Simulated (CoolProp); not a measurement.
Vapour-liquid equilibrium of CH2F2 (R32) (1) + R152A (2) at 0.838 MPa; x and y are mole fractions of (1).

Values from CoolProp's multi-fluid Helmholtz-energy mixture model, Tillner-Roth 1997 and Outcalt 1996; pair parameters Bell 2016.

| x | bubble temperature, mixture model (°C) | bubble temperature, Raoult's law (°C) | y, mixture model | y, Raoult's law |
|---|---|---|---|---|
| 0.05 | 34.1 | 33.9 | (withheld) | 0.127 |
| 0.2 | 26.6 | 26.0 | (withheld) | 0.414 |
| 0.35 | (withheld) | 19.5 | 0.562 | 0.608 |
| 0.5 | 14.7 | 14.1 | (withheld) | 0.745 |
| 0.65 | (withheld) | 9.5 | (withheld) | 0.847 |
| 0.8 | (withheld) | 5.5 | 0.907 | 0.923 |
| 0.95 | 2.1 | 2.0 | (withheld) | 0.983 |

**Question.** Complete the blanks.

**Answer.** 
- 0.05, y, mixture model: 0.108
- 0.2, y, mixture model: 0.370
- 0.35, bubble temperature, mixture model (°C): 20.2
- 0.5, y, mixture model: 0.707
- 0.65, bubble temperature, mixture model (°C): 10.0
- 0.65, y, mixture model: 0.818
- 0.8, bubble temperature, mixture model (°C): 5.8
- 0.95, y, mixture model: 0.979

The largest gap from Raoult's law is +0.7 K in bubble temperature, at x = 0.35. No azeotrope shows between x = 0.05 and 0.95.

The pair parameters rest on a limited set of measurements; away from them the model extrapolates.
